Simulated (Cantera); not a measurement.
Input: 1 mol MgO, 0.67 mol Cl2, at 1.33 mbar.

Cantera equilibrium calculation (NASA polynomials, part measured and part estimated; ideal gas, pure solids and liquids). Candidate condensed phases: Mg, MgCl2, MgO; 11 gas species. Rates play no part.

### Question
What share of the Mg ends up in condensed phases as a function of T (K), at 1050, 1150, 1250, 1350, 1450, 1550, 1650?

### Answer
```tsv
T (K)	Mg condensed (%)	as
1050	97.6	MgO(s)
1150	91.5	MgO(s)
1250	78.3	MgO(s)
1350	63.4	MgO(s)
1450	55.6	MgO(s)
1550	54.0	MgO(s)
1650	54.8	MgO(s)
```
